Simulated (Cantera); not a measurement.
A perfectly stirred reactor is fed with H₂ : O₂ : N₂ = 1.7 : 1 : 5.6 (molar parts), at 100000 Pa; it is held at 1075 K, and followed from long to short residence time.

Computed with Cantera and GRI-Mech 3.0 (53 species, 325 reactions). The temperature is held fixed by assumption; the heat of reaction is taken as removed at once.

x: mole fraction; the columns are a selection and need not sum to one.

| τ (s) | x H₂ | x O₂ | x HO₂ | x H₂O | x H₂O₂ | x NO₂ |
|---|---|---|---|---|---|---|
| 2.0 | 0.00218 | 0.0212 | 1.92e-5 | 0.226 | 6.22e-6 | 4.44e-9 |
| 0.94 | 0.00323 | 0.0217 | 2.36e-5 | 0.225 | 8.59e-6 | 2.70e-9 |
| 0.44 | 0.00451 | 0.0223 | 2.79e-5 | 0.223 | 1.03e-5 | 1.71e-9 |
| 0.21 | 0.00579 | 0.0229 | 3.13e-5 | 0.222 | 1.03e-5 | 1.21e-9 |
| 0.097 | 0.00710 | 0.0236 | 3.42e-5 | 0.220 | 8.70e-6 | 9.40e-10 |
| 0.045 | 0.00862 | 0.0243 | 3.68e-5 | 0.219 | 6.61e-6 | 7.92e-10 |
| 0.021 | 0.0108 | 0.0254 | 3.95e-5 | 0.216 | 4.99e-6 | 6.90e-10 |
| 0.010 | … | 0.0269 | … | 0.213 | … | 6.07e-10 |
| 0.0047 | 0.0184 | 0.0291 | 4.69e-5 | 0.207 | 3.50e-6 | 5.31e-10 |
| 0.0022 | 0.0249 | 0.0323 | 5.20e-5 | 0.200 | 3.31e-6 | 4.62e-10 |
| 0.0010 | … | … | … | 0.189 | 3.34e-6 | 3.97e-10 |

Fill in the missing entries.


- 0.010, x H₂: 0.0139
- 0.010, x HO₂: 4.28e-5
- 0.010, x H₂O₂: 4.01e-6
- 0.0010, x H₂: 0.0342
- 0.0010, x O₂: 0.0370
- 0.0010, x HO₂: 5.83e-5
